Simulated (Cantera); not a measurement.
Input: 1 mol (CH3)2SiCl2, 1.7 mol H2, 0.34 mol CH4, held at 2373 K and 460 Pa.

Equilibrium computed with Cantera from the NASA thermochemical tables; the gas is ideal and each condensed phase is pure. Candidate condensed phases: C, C6H6, C7H8, C8H18, Si, SiC; 109 gas species. The feed counts by its element totals alone. The tables' values for SiCl, SiCl3 are old estimates; treat these amounts as uncertain. Gases not in the tables: Si2H6 and higher silanes. Equilibrium is a limit: real reactors are often held back by kinetics, nucleation or transport.

### Question
What is the equilibrium state?

### Answer
| Item | Result |
|---|---|
| x(H2) | 0.523 |
| x(HCl) | 0.178 |
| x(H) | 0.149 |
| x(Si) | 0.0663 |
| x(Cl) | 0.0363 |
| x(SiCl2) | 0.0174 |
| x(SiC2) | 0.0117 |
| x(SiCl) | 0.00721 |
| x(Si2C) | 0.00670 |
| n(C(graphite)) | 1.97 mol |
| n(SiC(s)) | 0.0826 mol |
| gas amount | 7.796 mol |
| log10 activity of Si(l) (absent) | -0.76 |
